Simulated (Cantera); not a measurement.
Cantera run:

```python
import numpy as np
import cantera as ct

gas_names = """
    AL ALH ALO ALOH ALO2 ALO2H AL2 AL2O AL2O2 H HALO HO2 H2 H2O H2O2 O OH O2 O3
""".split()
cond_names = """
    AL(cr) AL(L) AL2O3(a) AL2O3(L) H2O(s) H2O(L)
""".split()


# ... load() reads the species with a 1 bar reference pressure and builds the phases ...
atoms = {
    'Al2O3': {'AL': 2, 'O': 3},
    'H2O': {'H': 2, 'O': 1},
}
top_T = {}  # K; cautious upper limits of use, not melting points


# ... equilibrate(T, P, feed) seeds the gas with the atoms and calls Mixture.equilibrate('TP', solver="vcs", rtol=1e-11, max_steps=5000) ...
results = []
feed = {'Al2O3': 1, 'H2O': 1.2}  # mol
P = 133.322  # Pa
for T in [1150, 1250, 1350, 1450, 1550, 1650, 1750, 1850, 1950, 2050, 2150, 2250, 2350, 2450]:
    mix = equilibrate(T, P, feed)
    results.append((T, P, feed, dict(zip(mix.species_names, mix.species_moles))))
    x = sorted(zip(gas.X, gas.species_names), reverse=True)
    print(f"T = {T:g} K  P = {P:g} Pa  gas = {mix.phase_moles(0):.4g} mol")
    print("   x: " + "  ".join(f"{s} {v:.3e}" for v, s in x if v > 1e-05))
    print("   condensed (mol): " + ("  ".join(f"{mix.phase(i).name} {mix.phase_moles(i):.4g}"
          for i in range(1, mix.n_phases) if mix.phase_moles(i) > 1e-12) or "none"))
```

It prints:

```
T = 1150 K  P = 133.322 Pa  gas = 1.2 mol
   x: H2O 1.000e+00  H2 3.063e-05  O2 1.476e-05
   condensed (mol): AL2O3(a) 1
T = 1250 K  P = 133.322 Pa  gas = 1.2 mol
   x: H2O 9.998e-01  H2 1.234e-04  O2 5.863e-05  OH 1.229e-05
   condensed (mol): AL2O3(a) 1
T = 1350 K  P = 133.322 Pa  gas = 1.2 mol
   x: H2O 9.994e-01  H2 4.054e-04  O2 1.898e-04  OH 5.260e-05
   condensed (mol): AL2O3(a) 1
T = 1450 K  P = 133.322 Pa  gas = 1.201 mol
   x: H2O 9.982e-01  H2 1.133e-03  O2 5.222e-04  OH 1.841e-04
   condensed (mol): AL2O3(a) 1
T = 1550 K  P = 133.322 Pa  gas = 1.202 mol
   x: H2O 9.954e-01  H2 2.777e-03  O2 1.259e-03  OH 5.477e-04  H 4.545e-05
   condensed (mol): AL2O3(a) 1
T = 1650 K  P = 133.322 Pa  gas = 1.204 mol
   x: H2O 9.895e-01  H2 6.097e-03  O2 2.722e-03  OH 1.425e-03  H 1.943e-04  O 3.701e-05
   condensed (mol): AL2O3(a) 1
T = 1750 K  P = 133.322 Pa  gas = 1.209 mol
   x: H2O 9.783e-01  H2 1.220e-02  O2 5.372e-03  OH 3.308e-03  H 7.034e-04  O 1.502e-04
   condensed (mol): AL2O3(a) 1
T = 1850 K  P = 133.322 Pa  gas = 1.218 mol
   x: H2O 9.580e-01  H2 2.248e-02  O2 9.789e-03  OH 6.965e-03  H 2.212e-03  O 5.225e-04
   condensed (mol): AL2O3(a) 1
T = 1950 K  P = 133.322 Pa  gas = 1.235 mol
   x: H2O 9.238e-01  H2 3.845e-02  O2 1.661e-02  OH 1.343e-02  H 6.156e-03  O 1.593e-03
   condensed (mol): AL2O3(a) 1
T = 2050 K  P = 133.322 Pa  gas = 1.263 mol
   x: H2O 8.689e-01  H2 6.119e-02  O2 2.632e-02  OH 2.385e-02  H 1.537e-02  O 4.323e-03  ALO2H 1.471e-05
   condensed (mol): AL2O3(a) 1
T = 2150 K  P = 133.322 Pa  gas = 1.313 mol
   x: H2O 7.863e-01  H2 9.047e-02  OH 3.900e-02  O2 3.889e-02  H 3.474e-02  O 1.055e-02  ALO2H 5.136e-05
   condensed (mol): AL2O3(a) 1
T = 2250 K  P = 133.322 Pa  gas = 1.398 mol
   x: H2O 6.703e-01  H2 1.232e-01  H 7.140e-02  OH 5.835e-02  O2 5.323e-02  O 2.331e-02  ALO2H 1.544e-04
   condensed (mol): AL2O3(a) 0.9999
T = 2350 K  P = 133.322 Pa  gas = 1.537 mol
   x: H2O 5.221e-01  H2 1.523e-01  H 1.333e-01  OH 7.878e-02  O2 6.647e-02  O 4.662e-02  ALO2H 3.889e-04  ALO 5.907e-05  ALOH 2.835e-05
   condensed (mol): AL2O3(L) 0.9996
T = 2450 K  P = 133.322 Pa  gas = 1.759 mol
   x: H2O 3.560e-01  H 2.245e-01  H2 1.664e-01  OH 9.383e-02  O 8.398e-02  O2 7.404e-02  ALO2H 7.629e-04  ALO 3.172e-04  ALOH 9.308e-05  AL 3.639e-05
   condensed (mol): AL2O3(L) 0.9989
```

Equilibrium computed with Cantera from the NASA thermochemical tables; the gas is ideal and each condensed phase is pure. The tables' values for AlOH are old estimates; treat these amounts as uncertain.
